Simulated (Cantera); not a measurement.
**Equilibrium for silicon nitride deposition: SiCl4 + NH3 + N2**

Feed: 1 mol SiCl4, a varied amount of NH3, 32 mol N2, held at 1525 °C and 1100 Pa.

Cantera equilibrium calculation (NASA polynomials, part measured and part estimated; ideal gas, pure solids and liquids). Candidate condensed phases: NH4Cl, Si, Si3N4; 28 gas species. The tables' values for SiCl3, SiCl are old estimates; treat these amounts as uncertain. The numbers say what is thermodynamically allowed, not how fast it happens.

From 0.69 mol NH3 to 6.1 mol NH3 nothing is condensed. The main Si-bearing gas is SiCl2 throughout.

```csv
n(NH3) (mol),log p N2,log p H2,log p HCl,log p SiCl2,log p Cl,log p H,log p SiCl3
0.69,-2.00,-4.49,-3.24,-3.53,-4.56,-5.70,-4.82
0.91,-2.00,-3.92,-3.23,-3.53,-4.84,-5.41,-5.09
1.2,-2.01,-3.61,-3.23,-3.53,-4.99,-5.26,-5.25
1.6,-2.01,-3.38,-3.24,-3.54,-5.11,-5.14,-5.38
2.1,-2.02,-3.21,-3.25,-3.55,-5.21,-5.06,-5.48
2.7,-2.03,-3.07,-3.26,-3.56,-5.29,-4.99,-5.58
3.5,-2.04,-2.95,-3.27,-3.58,-5.37,-4.93,-5.67
4.6,-2.06,-2.83,-3.29,-3.60,-5.45,-4.87,-5.78
6.1,-2.08,-2.71,-3.32,-3.63,-5.53,-4.81,-5.89
```
log p: log10 of the partial pressure in bar; nothing condenses.
